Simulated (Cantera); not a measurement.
A Cantera script and its output.

```python
import numpy as np
import cantera as ct

gas = ct.Solution("SiF4_NH3_mec.yaml", "gas")
gas.TPX = 1800, 26000, {'NH3': 1, 'H2': 13}
inlet = ct.Reservoir(gas, clone=True)

reactor = ct.IdealGasConstPressureReactor(gas, energy="off", clone=False)
exhaust = ct.Reservoir(gas, clone=True)
tau = [2.2, 1, 0.48, 0.23, 0.11, 0.05, 0.024, 0.011, 0.0052, 0.0025, 0.0012][0]
for a, b in ((inlet, reactor), (reactor, exhaust)):
    ct.MassFlowController(a, b, mdot=lambda t: reactor.mass / tau)
net = ct.ReactorNet([reactor])
show = ['NH3', 'H2', 'NH2', 'H', 'N']

rows = []
print(f"{'tau/s':>10s}{'T/K':>9s}" + "".join(f"{s:>11s}" for s in show))
for tau in [2.2, 1, 0.48, 0.23, 0.11, 0.05, 0.024, 0.011, 0.0052, 0.0025, 0.0012]:
    net.initial_time = 0.0
    net.advance(30 * tau)
    before = gas.X
    net.advance(40 * tau)
    drift = np.max(np.abs(gas.X - before) / (gas.X + 1e-9))
    rows.append([gas.T, *gas[show].X, drift])
    print(f"{tau:10.3e}{gas.T:9.1f}" + "".join(f"{x:11.3e}" for x in gas[show].X))
```

Result:

```
     tau/s      T/K        NH3         H2        NH2          H          N
 2.200e+00   1800.0  3.985e-02  9.450e-01  4.732e-05  4.195e-04  9.249e-08
 1.000e+00   1800.0  5.169e-02  9.387e-01  5.705e-05  3.873e-04  9.605e-08
 4.800e-01   1800.0  6.013e-02  9.342e-01  6.331e-05  3.677e-04  9.683e-08
 2.300e-01   1800.0  6.553e-02  9.313e-01  6.667e-05  3.543e-04  9.515e-08
 1.100e-01   1800.0  6.857e-02  9.297e-01  6.747e-05  3.420e-04  9.003e-08
 5.000e-02   1800.0  7.021e-02  9.289e-01  6.539e-05  3.234e-04  7.822e-08
 2.400e-02   1800.0  7.093e-02  9.285e-01  5.962e-05  2.918e-04  5.817e-08
 1.100e-02   1800.0  7.127e-02  9.284e-01  4.712e-05  2.295e-04  2.854e-08
 5.200e-03   1800.0  7.138e-02  9.284e-01  2.976e-05  1.447e-04  7.198e-09
 2.500e-03   1800.0  7.141e-02  9.285e-01  1.563e-05  7.593e-05  1.045e-09
 1.200e-03   1800.0  7.142e-02  9.285e-01  7.649e-06  3.714e-05  1.224e-10
```

Computed with Cantera and the gas-phase N/H chemistry of the illustrative SiF4/NH3 mechanism in the Surface Chemkin manual (1991). Walls and surfaces, which speed up NH3 decomposition in real reactors, are not modelled.
